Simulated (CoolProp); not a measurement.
Properties of dry air along the isobar 0.101 MPa (Tc = -140.6 °C, pc = 3.786 MPa, ω = 0.034).

The numbers come from the reference Helmholtz-energy equation of state, Lemmon 2000 in CoolProp. It is a pseudo-pure fit of the blend.

```csv
T (°C),phase,speed of sound (m/s),isothermal compressibility (1/MPa),viscosity (µPa s),fugacity coefficient
-183.85,gas,186.3,10.21,6.36,0.9711
-151.95,gas,219.4,10.02,8.54,0.9883
-119.95,gas,247.6,9.959,10.6,0.9942
-88.05,gas,272.5,9.932,12.5,0.9969
-56.15,gas,295.3,9.918,14.3,0.9982
-24.15,gas,316.4,9.911,16.0,0.9990
7.75,gas,336.1,9.906,17.6,0.9995
39.65,gas,354.6,9.903,19.1,0.9998
71.55,gas,372.1,9.901,20.6,1.0000
```

Viscosity comes from a separate model (Lemmon 2004).
